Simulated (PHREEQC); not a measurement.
Solution (25 °C): 0.67 mol HF, 0.00076 mol NH4F and 0.0017 mol H2SiF6 per kg of water. Closed to the air; pH follows from the charge balance.

All values are PHREEQC results (ion-association model, phreeqc.dat), not measurements.

Each row changes one thing in this solution. Precipitation was switched off in this run.

```csv
case,pH,ionic strength (mol/kgw),HF (mol/kgw),HF2- (mol/kgw),F- (mol/kgw),SI of Quartz (SiO2)
as made,1.41,0.0475,0.599,0.0295,0.0129,-11.77
H2SiF6 replaced by K2SiO3 at the same molality,1.44,0.0485,[?],0.0301,0.0134,-11.77
HF left out,2.62,[?],0.00223,[?],0.000662,+0.53
NH4F replaced by (NH4)2SiF6 at the same molality,1.41,0.0495,0.599,0.0293,0.0128,-11.61
diluted 10-fold with water,2.15,0.00792,0.0583,0.00136,0.00606,-7.97
NH4F replaced by NH4BF4 at the same molality,1.41,0.0479,0.599,0.0293,0.0127,-11.76
H2SiF6 from 0.0017 to 0.00017 mol/kgw,1.43,0.0441,0.597,0.0303,[?],-12.79
```

Problem. Fill in the missing entries.

Solution. 
- H2SiF6 replaced by K2SiO3 at the same molality, HF (mol/kgw): 0.587
- HF left out, ionic strength (mol/kgw): 0.00470
- HF left out, HF2- (mol/kgw): 5.67e-6
- H2SiF6 from 0.0017 to 0.00017 mol/kgw, F- (mol/kgw): 0.0132

Some of these states are supersaturated (in Quartz (slow to form), Chalcedony (slow to form), for instance). SiF6-2 is the database's only silicon fluoride.
